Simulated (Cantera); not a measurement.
A perfectly stirred reactor is fed with 38.8 % H2, 12.1 % O2, 45.4 % N2, 3.69 % H2O, equivalence ratio 1.6, at 10.0 bar; it is adiabatic with a 550 K inlet, and is followed from long to short residence time, starting on the burning branch (τ in s: 0.024, 0.011, 0.0053, 0.0025, 0.0012, 0.00057, 0.00027, 0.00013, 6.1e-05, 2.9e-05, 1.4e-05, 6.5e-06).

Computed with Cantera and the H2/O2 subset of GRI-Mech 3.0, which has no nitrogen chemistry. The hydrogen kinetics of GRI-Mech 3.0 are dated; newer H2 mechanisms differ, most at raised pressure.

x: mole fraction; the columns are a selection and need not sum to one.

| τ (s) | T (K) | x H2 | x O2 | x H2O | x H | x H2O2 |
|---|---|---|---|---|---|---|
| 0.024 | 2330 | 0.165 | 1.88e-5 | 0.317 | 0.00164 | … |
| 0.011 | 2328 | 0.165 | 3.50e-5 | 0.316 | 0.00182 | … |
| 0.0053 | 2325 | 0.165 | 6.13e-5 | 0.316 | 0.00212 | … |
| 0.0025 | 2321 | 0.165 | 0.000104 | 0.316 | 0.00266 | … |
| 0.0012 | 2314 | 0.165 | 0.000169 | 0.315 | 0.00348 | … |
| 0.00057 | 2303 | 0.164 | 0.000270 | 0.314 | 0.00473 | … |
| 0.00027 | 2287 | 0.164 | 0.000430 | 0.313 | 0.00653 | … |
| 0.00013 | 2265 | 0.163 | 0.000679 | 0.311 | 0.00896 | … |
| 6.1e-5 | 2234 | 0.162 | 0.00110 | 0.309 | 0.0124 | … |
| 2.9e-5 | 2192 | 0.162 | 0.00177 | 0.305 | 0.0169 | … |
| 1.4e-5 | 2135 | 0.161 | 0.00285 | 0.300 | 0.0225 | … |
| 6.5e-6 | 2056 | 0.161 | 0.00480 | 0.293 | 0.0298 | … |

Problem. Some entries are withheld; supply them.

Solution. 
- 0.024, x H2O2: 1.15e-8
- 0.011, x H2O2: 1.64e-8
- 0.0053, x H2O2: 2.56e-8
- 0.0025, x H2O2: 4.40e-8
- 0.0012, x H2O2: 7.77e-8
- 0.00057, x H2O2: 1.38e-7
- 0.00027, x H2O2: 2.37e-7
- 0.00013, x H2O2: 3.80e-7
- 6.1e-5, x H2O2: 5.82e-7
- 2.9e-5, x H2O2: 8.37e-7
- 1.4e-5, x H2O2: 1.16e-6
- 6.5e-6, x H2O2: 1.64e-6
